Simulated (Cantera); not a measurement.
An isothermal, constant-pressure homogeneous reactor starts with CH4 : H2O = 1 : 1.6 (molar parts), at 1650 K and 158 Torr.

Cantera simulation using GRI-Mech 3.0 (53 species, 325 reactions); the numbers are that mechanism's predictions, not measurements.

x: mole fraction; the columns are a selection and need not sum to one.

| t (s) | x CH4 | x H2O | x O2 | x CH3 | x H2 |
|---|---|---|---|---|---|
| 2.00e-5 | 0.385 | 0.615 | <1e-12 | … | 3.08e-5 |
| 8.50e-5 | 0.384 | 0.615 | <1e-12 | … | 0.000136 |
| 0.000361 | 0.383 | 0.615 | 1.62e-12 | … | 0.000755 |
| 0.00153 | 0.374 | 0.613 | 8.96e-11 | 0.00187 | 0.00782 |
| 0.00651 | 0.312 | 0.589 | 8.67e-10 | 0.00187 | 0.0699 |
| 0.0277 | 0.192 | 0.527 | 6.74e-10 | … | 0.209 |
| 0.117 | 0.0769 | 0.457 | 2.45e-10 | … | 0.350 |
| 0.499 | 0.0311 | 0.364 | 1.54e-10 | … | 0.456 |
| 2.12 | 0.0189 | 0.241 | 6.86e-11 | … | 0.559 |
| 9.00 | 0.00773 | 0.150 | 3.12e-11 | … | 0.635 |

### Question
Fill in the missing entries.

### Answer

- 2.00e-5, x CH3: 6.17e-5
- 8.50e-5, x CH3: 0.000258
- 0.000361, x CH3: 0.000865
- 0.0277, x CH3: 0.00104
- 0.117, x CH3: 0.000451
- 0.499, x CH3: 0.000193
- 2.12, x CH3: 0.000104
- 9.00, x CH3: 3.92e-5
